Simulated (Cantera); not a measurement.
Charge: 1 mol SiH2Cl2, 2.8 mol NH3, at 552 °C and 18.0 Pa.

Equilibrium computed with Cantera from the NASA thermochemical tables; the gas is ideal and each condensed phase is pure. Candidate condensed phases: NH4Cl, Si, Si3N4; 28 gas species. Rates play no part.

Base state: H2 0.612, HCl 0.277, N2 0.108, SiCl4 0.00284 (mole fractions); condensed: Si3N4(s).

Problem. What changes in the equilibrium state with this change: pressure from 18.0 Pa to 0.100 bar?

Solution. 
```json
[
 {"species": "H2", "before": "0.612", "after": "0.632"},
 {"species": "HCl", "before": "0.277", "after": "0.241"},
 {"species": "N2", "before": "0.108", "after": "0.114"},
 {"species": "SiCl4", "before": "0.00284", "after": "0.0120"},
 {"species": "NH3", "before": "6.62e-8", "after": "3.98e-5"},
 {"species": "SiHCl3", "before": "7.74e-6", "after": "3.90e-5"},
 {"species": "Si3N4(s), mol", "before": "0.327", "after": "0.306"}
]
```
